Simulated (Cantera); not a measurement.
Charge: 1 mol B2O3, 0.091 mol O2, held at 1348 K and 1.33 mbar.

These are equilibrium values from Cantera (NASA tables, ideal gas, pure condensed phases), not measurements of a reactor. Candidate condensed phases: B, B2O3; 10 gas species. The numbers say what is thermodynamically allowed, not how fast it happens.

Base state: O2 0.999, B2O3 0.000501, BO2 8.07e-5, O 1.12e-5 (mole fractions); condensed: B2O3(l).

What changes in the equilibrium state with this change: temperature from 1348 K to 2000 K?


```
species         before    after
------------  --------  -------
B2O3          0.000501    0.851
BO2            8.07e-5   0.0848
O2               0.999   0.0584
BO               <1e-9  0.00185
B2O2             <1e-9  2.24e-5
O              1.12e-5  0.00443
B2O3(l), mol     1.000        0
```
